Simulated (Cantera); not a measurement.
Cantera run, input and output.

```python
import numpy as np
import cantera as ct

gas = ct.Solution("gri30.yaml", transport_model="mixture-averaged")
show = ['H2', 'CH3', 'N2']

rows = []
print(f"{'T/K':>7s}{'rho':>11s}{'cp':>10s}{'mu':>11s}{'lambda':>11s}{'Pr':>7s}" + "".join(f"{'D_' + s:>11s}" for s in show))
for T in [400, 600, 800, 1000, 1200, 1400]:
    gas.TPX = T, 70000, {'C3H8': 0.62}
    Pr = gas.cp_mass * gas.viscosity / gas.thermal_conductivity
    D = [gas.mix_diff_coeffs_mole[gas.species_index(s)] for s in show]
    rows.append([gas.density, gas.cp_mass, gas.viscosity, gas.thermal_conductivity, Pr, *D])
    print(f"{T:7g}{gas.density:11.4e}{gas.cp_mass:10.1f}{gas.viscosity:11.4e}"
          f"{gas.thermal_conductivity:11.4e}{Pr:7.3f}" + "".join(f"{d:11.4e}" for d in D))
print("SI units: kg/m3, J/kg/K, Pa s, W/m/K, m2/s")
```

It prints:

```
    T/K        rho        cp         mu     lambda     Pr       D_H2      D_CH3       D_N2
    400 9.2814e-01    2133.9 1.0870e-05 3.0696e-02  0.756 1.1209e-04 3.1229e-05 2.8025e-05
    600 6.1876e-01    2917.3 1.5474e-05 5.9781e-02  0.755 2.2415e-04 6.4800e-05 5.7377e-05
    800 4.6407e-01    3511.9 1.9434e-05 9.0116e-02  0.757 3.6380e-04 1.0707e-04 9.4157e-05
   1000 3.7126e-01    3959.8 2.2954e-05 1.1983e-01  0.759 5.2828e-04 1.5702e-04 1.3754e-04
   1200 3.0938e-01    4267.0 2.6153e-05 1.4835e-01  0.752 7.1567e-04 2.1399e-04 1.8698e-04
   1400 2.6518e-01    4523.1 2.9111e-05 1.7552e-01  0.750 9.2457e-04 2.7748e-04 2.4208e-04
SI units: kg/m3, J/kg/K, Pa s, W/m/K, m2/s
```

Cantera simulation using GRI-Mech 3.0 (53 species, 325 reactions); the numbers are that mechanism's predictions, not measurements. The composition is frozen, though it would react at the higher temperatures.
